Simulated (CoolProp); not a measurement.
The numbers come from the reference Helmholtz-energy equation of state, Lemmon 2004 in CoolProp. It is a short technical equation, of lower accuracy than the large ones.

Q: For n-dodecane, give the phase and the cp (kJ/(kg K)), Joule-Thomson coefficient (K/MPa), viscosity (µPa s) at 620 K and 0.0217 MPa.

A: 
- 620 K and 0.0217 MPa: gas; cp 2.91, Joule-Thomson coefficient 10.9, viscosity 9.61

Viscosity comes from a separate model (Huber 2004).
